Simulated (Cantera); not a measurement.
Feed: 1 mol borazine, 1.2 mol H2O, 4.7 mol N2, held at 10.0 mbar.

These are equilibrium values from Cantera (NASA tables, ideal gas, pure condensed phases), not measurements of a reactor. Candidate condensed phases: B, BN, B2O3, B3O3H3, H2O; 39 gas species. The feed counts by its element totals alone. Mutual solubility and eutectic melting of coexisting phases are not modelled. Equilibrium is a limit: real reactors are often held back by kinetics, nucleation or transport. All values below are at 1423 K.

Base state: N2 0.547, H2 0.448, HBO2 0.00297, HBO 0.000691, H2O 0.000636, B2O3 0.000410, H 4.45e-5 (mole fractions); condensed: BN(s) + B2O3(l).

Task: What changes in the equilibrium state with this change: borazine replaced by B2O3?

Result: 
| species | before | after |
|---|---|---|
| N2 | 0.547 | 0.777 |
| H2O | 0.000636 | 0.174 |
| HBO2 | 0.00297 | 0.0491 |
| H2 | 0.448 | 0.000145 |
| O2 | <1e-9 | 5.87e-5 |
| HBO | 0.000691 | 1.35e-8 |
| OH | 1.37e-9 | 2.08e-5 |
| NO | <1e-9 | 1.37e-5 |
| BN(s), mol | 2.21 | 0 |
| B2O3(l), mol | 0.374 | 0.849 |
Gases not in the tables: H3BO3.
